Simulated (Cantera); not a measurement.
Charge: 1 mol c-C4F8, 9.4 mol H2, equilibrated at 2448.15 K and 11.0 Pa.

These are equilibrium values from Cantera (NASA tables, ideal gas, pure condensed phases), not measurements of a reactor. Candidate condensed phases: C, C6H6, C7H8, C8H18; 95 gas species. The feed counts by its element totals alone. Rates play no part.

Base state: H 0.482, HF 0.443, H2 0.0645, F 0.00603, C3 0.00198, C 0.000731, C2H2 (acetylene) 0.000558, C2H 0.000268 (mole fractions); condensed: C(graphite).

Problem. What changes in the equilibrium state with this change: c-C4F8 replaced by CH3Cl?

Solution. 
```csv
species,before,after
H,0.482,0.776
H2,0.0645,0.167
Cl,0,0.0396
HF,0.443,0
HCl,0,0.0120
F,0.00603,0
CF,0.000167,0
C2H2 (acetylene),0.000558,0.00145
"C(graphite), mol",3.84,0.790
```

Problem. What changes in the equilibrium state with this change: H2 from 9.4 to 2.1 mol?

Solution. 
```json
[
 {"species": "HF", "before": "0.443", "after": "0.514"},
 {"species": "F", "before": "0.00603", "after": "0.459"},
 {"species": "CF", "before": "0.000167", "after": "0.0127"},
 {"species": "H", "before": "0.482", "after": "0.00736"},
 {"species": "H2", "before": "0.0645", "after": "1.50e-5"},
 {"species": "CF2", "before": "6.59e-7", "after": "0.00382"},
 {"species": "C2H2 (acetylene)", "before": "0.000558", "after": "1.30e-7"},
 {"species": "C2H", "before": "0.000268", "after": "4.09e-6"},
 {"species": "C2", "before": "0.000181", "after": "0.000181"},
 {"species": "C3", "before": "0.00198", "after": "0.00198"},
 {"species": "C(graphite), mol", "before": "3.84", "after": "3.81"}
]
```
